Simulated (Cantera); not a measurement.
A Cantera script and what it prints.

```python
import numpy as np
import cantera as ct

gas_names = """
    H HO2 H2 H2O H2O2 H2S H2SO4 O OH O2 O3 S SH SO SO2 SO3 S2 S2O S8
""".split()
cond_names = """
    H2O(s) H2O(L) H2SO4(L) S(cr1) S(cr2) S(L)
""".split()


# ... load() reads the species with a 1 bar reference pressure and builds the phases ...
atoms = {
    'H2S': {'H': 2, 'S': 1},
    'H2O': {'H': 2, 'O': 1},
    'O2': {'O': 2},
}
top_T = {}  # K; cautious upper limits of use, not melting points


# ... equilibrate(T, P, feed) seeds the gas with the atoms and calls Mixture.equilibrate('TP', solver="vcs", rtol=1e-11, max_steps=5000) ...
results = []
feed = {'H2S': 1, 'H2O': 0.13, 'O2': 7.7}  # mol
P = 21  # Pa
for T in [1148, 1298, 1448, 1598, 1748, 1898, 2048, 2198, 2348, 2498, 2648, 2798, 2948, 3098]:
    mix = equilibrate(T, P, feed)
    results.append((T, P, feed, dict(zip(mix.species_names, mix.species_moles))))

top = {s: max(r[3][s] / sum(r[3][g] for g in gas_names) for r in results) for s in gas_names}
cols = sorted((s for s in top if top[s] > 0.0001), key=lambda s: -top[s])[:8]
seen = [c for c in cond_names if any(r[3].get(c, 0) > 1e-12 for r in results)]
print("log10 of partial pressures in bar; condensed amounts in mol")
print(f"{'T/K':>10s}" + "".join(f"{s[:9]:>10s}" for s in cols + seen))
for T, P, feed, n in results:
    ng = sum(n[g] for g in gas_names)
    print(f"{T:10.4g}" + "".join(f"{np.log10(max(n[s] / ng * P / 1e5, 1e-99)):10.3f}" for s in cols)
          + "".join(f"{n.get(c, 0):10.4g}" for c in seen))
```

Output:

```
log10 of partial pressures in bar; condensed amounts in mol
       T/K         O        O2       H2O         H       SO2         S        OH        SO
      1148   -10.003    -3.806    -4.545   -12.659    -4.600   -20.135    -8.399   -12.378
      1298    -8.671    -3.806    -4.546   -10.830    -4.599   -17.094    -7.544   -10.787
      1448    -7.613    -3.806    -4.547    -9.375    -4.599   -14.683    -6.866    -9.528
      1598    -6.752    -3.807    -4.550    -8.191    -4.599   -12.724    -6.316    -8.505
      1748    -6.040    -3.810    -4.559    -7.211    -4.601   -11.101    -5.865    -7.659
      1898    -5.442    -3.819    -4.585    -6.391    -4.607    -9.731    -5.495    -6.949
      2048    -4.940    -3.844    -4.651    -5.707    -4.627    -8.559    -5.206    -6.348
      2198    -4.526    -3.905    -4.812    -5.158    -4.680    -7.545    -5.019    -5.847
      2348    -4.202    -4.033    -5.187    -4.777    -4.808    -6.666    -4.992    -5.454
      2498    -3.975    -4.263    -5.904    -4.605    -5.076    -5.930    -5.191    -5.204
      2648    -3.846    -4.612    -6.866    -4.578    -5.580    -5.399    -5.567    -5.177
      2798    -3.790    -5.044    -7.852    -4.588    -6.345    -5.119    -5.996    -5.407
      2948    -3.771    -5.492    -8.765    -4.594    -7.236    -5.010    -6.411    -5.787
      3098    -3.764    -5.919    -9.593    -4.597    -8.123    -4.973    -6.794    -6.202
```

These are equilibrium values from Cantera (NASA tables, ideal gas, pure condensed phases), not measurements of a reactor.
